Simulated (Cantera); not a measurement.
What does this Cantera script print?

```python
import numpy as np
import cantera as ct

gas_names = """
    CL CL2 H HCL H2 Si SiCL SiCL2 SiCL3 SiCL4 SiH SiHCL3 SiH2 SiH2CL2 SiH3 SiH3CL SiH4 Si2 Si3
""".split()
cond_names = """
    Si(cr) Si(L)
""".split()


def load(file, names, dense=False):
    # The tables refer to 1 bar. Condensed volumes are neglected.
    table = {s.name: s for s in ct.Species.list_from_file(file)}
    out = []
    for n in names:
        d = dict(table[n].input_data)
        d["thermo"] = dict(d["thermo"], **{"reference-pressure": 1e5})
        if dense:
            d["equation-of-state"] = {"model": "constant-volume", "density": "1e6 g/cm^3"}
        out.append(ct.Species.from_dict(d))
    return out


gas = ct.Solution(thermo="ideal-gas", species=load("nasa_gas.yaml", gas_names))
cond = {s.name: ct.Solution(thermo="fixed-stoichiometry", species=[s], name=s.name)
        for s in load("nasa_condensed.yaml", cond_names, dense=True)}
atoms = {
    'Si': {'Si': 1},
    'HCl': {'H': 1, 'CL': 1},
    'H2': {'H': 2},
}
top_T = {}  # K; cautious upper limits of use, not melting points


def equilibrate(T, P, feed):
    n = {}
    for name, mol in feed.items():
        for a, k in atoms[name].items():
            n[a] = n.get(a, 0.0) + k * mol
    gas.TPX = T, P, n
    mass = sum(n.values()) * gas.mean_molecular_weight
    gas.equilibrate("TP")
    valid = [c for c in cond.values() if c.min_temp <= T <= top_T.get(c.name, c.max_temp)]
    mix = ct.Mixture([(gas, mass / gas.mean_molecular_weight)] + [(c, 0.0) for c in valid])
    mix.T, mix.P = T, P
    mix.equilibrate("TP", solver="vcs", rtol=1e-11, max_steps=5000)
    return mix


results = []
feed = {'Si': 1, 'HCl': 1.1, 'H2': 1.6}  # mol
P = 25000  # Pa
for T in [1200, 1250, 1300, 1350, 1400, 1450, 1500]:
    mix = equilibrate(T, P, feed)
    results.append((T, P, feed, dict(zip(mix.species_names, mix.species_moles))))

top = {s: max(r[3][s] / sum(r[3][g] for g in gas_names) for r in results) for s in gas_names}
cols = sorted((s for s in top if top[s] > 0.0001), key=lambda s: -top[s])[:9]
seen = [c for c in cond_names if any(r[3].get(c, 0) > 1e-12 for r in results)]
print("log10 of partial pressures in bar; condensed amounts in mol")
print(f"{'T/K':>10s}" + "".join(f"{s[:9]:>10s}" for s in cols + seen))
for T, P, feed, n in results:
    ng = sum(n[g] for g in gas_names)
    print(f"{T:10.4g}" + "".join(f"{np.log10(max(n[s] / ng * P / 1e5, 1e-99)):10.3f}" for s in cols)
          + "".join(f"{n.get(c, 0):10.4g}" for c in seen))
```

Result:

```
log10 of partial pressures in bar; condensed amounts in mol
       T/K        H2       HCL     SiCL2     SiCL4    SiHCL3     SiCL3   SiH2CL2    Si(cr)
      1200    -0.682    -1.843    -2.630    -1.781    -2.186    -2.677    -3.475    0.7259
      1250    -0.690    -1.739    -2.388    -1.840    -2.239    -2.541    -3.504    0.7269
      1300    -0.698    -1.652    -2.180    -1.922    -2.310    -2.438    -3.548    0.7248
      1350    -0.707    -1.581    -2.006    -2.034    -2.402    -2.369    -3.607    0.7193
      1400    -0.716    -1.526    -1.865    -2.180    -2.520    -2.337    -3.684    0.7108
      1450    -0.724    -1.486    -1.758    -2.361    -2.664    -2.341    -3.777    0.7008
      1500    -0.731    -1.459    -1.681    -2.573    -2.830    -2.378    -3.885     0.691
```

These are equilibrium values from Cantera (NASA tables, ideal gas, pure condensed phases), not measurements of a reactor. The tables' values for SiCl3 are old estimates; treat these amounts as uncertain.
